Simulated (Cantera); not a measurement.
Charge: 1 mol Si(CH₃)₄, 0.016 mol C₃H₈, 390 mol H₂, at 22.5 Torr.

Cantera equilibrium calculation (NASA polynomials, part measured and part estimated; ideal gas, pure solids and liquids). Candidate condensed phases: C, C₆H₆, C₇H₈, C₈H₁₈, Si, SiC; 87 gas species. Gases not in the tables: Si₂H₆ and higher silanes. Equilibrium is a limit: real reactors are often held back by kinetics, nucleation or transport.

### Question
At 2448 K, list the 7 most abundant gas species with their mole fractions, and the condensed phases.

### Answer
H₂ 0.885, H 0.108, C₂H₂ (acetylene) 0.00449, Si 0.00198, SiC₂ 0.000259, SiH 9.25e-5, C₂H 3.52e-5. Condensed: gas only.
